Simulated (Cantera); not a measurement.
Charge: 1 mol Si, 6.2 mol Br2, at 625 K and 0.000730 bar.

Cantera equilibrium calculation (NASA polynomials, part measured and part estimated; ideal gas, pure solids and liquids). Candidate condensed phases: Br2, Si; 9 gas species. The numbers say what is thermodynamically allowed, not how fast it happens.

Base state: Br2 0.808, SiBr4 0.192, Br 0.000167 (mole fractions); condensed: gas only.

Problem. What changes in the equilibrium state with this change: temperature from 625 K to 1498 K?

Solution. 
```tsv
species	before	after
Br	0.000167	0.897
SiBr2	<1e-9	0.0478
SiBr4	0.192	0.0383
Br2	0.808	0.00672
SiBr3	<1e-9	0.00981
```
The tables' values for SiBr3 are old estimates; treat these amounts as uncertain.
